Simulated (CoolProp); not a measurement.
CH2F2 (R32) at 293.15 K and 5.65 MPa flows at 13 m/s in a round tube of 4.6 mm bore and 45 µm roughness, fully developed (64/Re and Nu = 3.66 if laminar; Colebrook and Gnielinski if turbulent). Each further row changes one setting.

Values from CoolProp's reference Helmholtz-energy equation of state, Tillner-Roth 1997.

```json
[
 {"case": "as stated", "Reynolds number": "469000", "Darcy friction factor": "0.0378", "pressure drop (Pa/m)": "696000", "heat-transfer coefficient (W/(m² K))": "___", "mass flow (kg/h)": "780"},
 {"case": "velocity 26 m/s", "Reynolds number": "939000", "Darcy friction factor": "___", "pressure drop (Pa/m)": "2780000", "heat-transfer coefficient (W/(m² K))": "___", "mass flow (kg/h)": "1560"},
 {"case": "diameter 9.2 mm", "Reynolds number": "939000", "Darcy friction factor": "0.0303", "pressure drop (Pa/m)": "279000", "heat-transfer coefficient (W/(m² K))": "68500", "mass flow (kg/h)": "3120"}
]
```

### Question
What belongs in the gaps?

### Answer

- as stated, heat-transfer coefficient (W/(m² K)): 83200
- velocity 26 m/s, Darcy friction factor: 0.0377
- velocity 26 m/s, heat-transfer coefficient (W/(m² K)): 166000

Viscosity comes from a separate model (Bell 2016), an estimate that may be off by 10 % or more. Thermal conductivity comes from a separate model (Huber 2003), an estimate that may be off by 10 % or more.
